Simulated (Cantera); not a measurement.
What does this Cantera script print?

```python
import numpy as np
import cantera as ct

gas = ct.Solution("gri30.yaml")
gas.TPX = 1775, 40000, {'H2': 1, 'O2': 0.357, 'N2': 1.7}
reactor = ct.IdealGasConstPressureReactor(gas, energy="on", clone=False)
net = ct.ReactorNet([reactor])
net.rtol, net.atol = 1e-08, 1e-16
show = ['H2', 'O2', 'N2O', 'OH', 'NO', 'H', 'HO2']
times = np.geomspace(1e-05, 2, 12)

steps = ct.SolutionArray(gas, extra=["t"])
rows = []
print(f"{'t/s':>10s}{'T/K':>9s}{'P/Pa':>11s}" + "".join(f"{s:>11s}" for s in show))
for t in times:
    while net.time < t:
        t_next = net.step()
        steps.append(gas.state, t=t_next)
    rows.append([np.interp(t, steps.t, y) for y in (steps.T, steps.P, *steps(*show).X.T)])
    print(f"{t:10.3e}{rows[-1][0]:9.1f}{rows[-1][1]:11.4g}" + "".join(f"{x:11.3e}" for x in rows[-1][2:]))
rate = np.gradient(steps.T, steps.t)
print("integrator steps:", len(steps.t))
if steps.T.max() > steps.T[0] + 200:
    print(f"time of steepest temperature rise: {steps.t[rate.argmax()]:.4e} s")
gas.TPX = 1775, 40000, {'H2': 1, 'O2': 0.357, 'N2': 1.7}
gas.equilibrate("HP")
print(f"equilibrium (HP): T = {gas.T:.1f} K  " + "  ".join(f"{s} {gas[s].X[0]:.3e}" for s in show))
```

Output:

```
       t/s      T/K       P/Pa         H2         O2        N2O         OH         NO          H        HO2
 1.000e-05   1775.8      4e+04  3.247e-01  1.158e-01  1.726e-10  1.849e-04  4.640e-11  1.466e-03  1.164e-05
 3.033e-05   1927.3      4e+04  9.205e-02  1.599e-02  1.275e-08  1.980e-02  5.639e-06  1.295e-01  2.970e-06
 9.201e-05   2151.2      4e+04  9.889e-02  1.311e-02  1.369e-08  2.365e-02  3.371e-05  1.056e-01  2.084e-06
 2.791e-04   2468.5      4e+04  1.052e-01  9.156e-03  2.532e-08  2.653e-02  1.522e-04  7.447e-02  1.586e-06
 8.465e-04   2755.0      4e+04  1.080e-01  5.523e-03  9.028e-08  2.511e-02  9.990e-04  4.870e-02  1.908e-06
 2.568e-03   2803.7      4e+04  1.095e-01  4.561e-03  1.305e-07  2.363e-02  3.438e-03  4.372e-02  1.886e-06
 7.789e-03   2801.4      4e+04  1.102e-01  4.405e-03  1.438e-07  2.326e-02  4.645e-03  4.348e-02  1.827e-06
 2.363e-02   2801.4      4e+04  1.102e-01  4.402e-03  1.441e-07  2.326e-02  4.667e-03  4.347e-02  1.826e-06
 7.166e-02   2801.4      4e+04  1.102e-01  4.402e-03  1.441e-07  2.326e-02  4.667e-03  4.347e-02  1.826e-06
 2.174e-01   2801.4      4e+04  1.102e-01  4.402e-03  1.441e-07  2.326e-02  4.667e-03  4.347e-02  1.826e-06
 6.594e-01   2801.4      4e+04  1.102e-01  4.402e-03  1.441e-07  2.326e-02  4.667e-03  4.347e-02  1.826e-06
 2.000e+00   2801.4      4e+04  1.102e-01  4.402e-03  1.441e-07  2.326e-02  4.667e-03  4.347e-02  1.826e-06
integrator steps: 1096
time of steepest temperature rise: 1.7123e-05 s
equilibrium (HP): T = 2801.4 K  H2 1.102e-01  O2 4.402e-03  N2O 1.441e-07  OH 2.326e-02  NO 4.667e-03  H 4.347e-02  HO2 1.826e-06
```

Computed with Cantera and GRI-Mech 3.0 (53 species, 325 reactions).
